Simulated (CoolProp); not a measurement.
Isobutene along the isobar 0.101 MPa: density (kg/m³) from the reference equation and from simpler models built on Tc = 418.1 K, pc = 4.016 MPa, ω = 0.193; each cubic takes its own stable root.

Values from CoolProp's reference Helmholtz-energy equation of state, Lemmon 2005. It is a short technical equation, of lower accuracy than the large ones.

| T (K) | phase | reference |
|---|---|---|
| 170.6 | liquid | 727.6 |
| 188.8 | liquid | 709.0 |
| 207.1 | liquid | 690.1 |
| 225.3 | liquid | 671.1 |
| 243.6 | liquid | 651.5 |
| 261.8 | liquid | 631.4 |
| 280.1 | gas | 2.521 |
| 298.3 | gas | 2.350 |
| 316.6 | gas | 2.202 |
| 334.8 | gas | 2.074 |
| 353.1 | gas | 1.960 |
| 371.3 | gas | 1.860 |
| 389.5 | gas | 1.769 |
| 407.8 | gas | 1.687 |

### Question
How far does each simpler model (Redlich-Kwong, Soave-Redlich-Kwong) lie from the reference over these 14 states: mean and median of the absolute difference, and the worst?

### Answer
- Redlich-Kwong: mean 10.3 %, median 0.7 %, worst -99.6 % at 261.8 K and 0.101 MPa
- Soave-Redlich-Kwong: mean 3.2 %, median 0.5 %, worst -8.2 % at 170.6 K and 0.101 MPa

At some of these states Redlich-Kwong gives the other phase, because its saturation line lies elsewhere.
